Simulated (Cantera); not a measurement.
Feed: 1 mol Si, 0.065 mol N₂O, 2.5 mol H₂, at 1.20 mbar.

Cantera equilibrium calculation (NASA polynomials, part measured and part estimated; ideal gas, pure solids and liquids). Candidate condensed phases: H₂O, Si, SiO₂, Si₂N₂O, Si₃N₄; 35 gas species. Gases not in the tables: Si₂H₆ and higher silanes. Rates play no part. All values below are at 1698 K.

Base state: H₂ 0.946, SiO 0.0247, N₂ 0.0246, H 0.00406, Si 0.000547, SiH 2.87e-5, SiH₂ 1.32e-5 (mole fractions); condensed: Si(l).

Task: What changes in the equilibrium state with this change: 0.021 mol CH₄ added?

Result: 
| species | before | after |
|---|---|---|
| H₂ | 0.946 | 0.947 |
| N₂ | 0.0246 | 0.0243 |
| SiO | 0.0247 | 0.0230 |
| CO | 0 | 0.00122 |
| SiH₂ | 1.32e-5 | 1.32e-5 |
| SiH | 2.87e-5 | 2.87e-5 |
| Si(l), mol | 0.933 | 0.919 |
| SiC(s), mol | 0 | 0.0177 |
Mutual solubility and eutectic melting of coexisting phases are not modelled. Further candidate phases: C, C₆H₆, C₇H₈, C₈H₁₈, SiC.
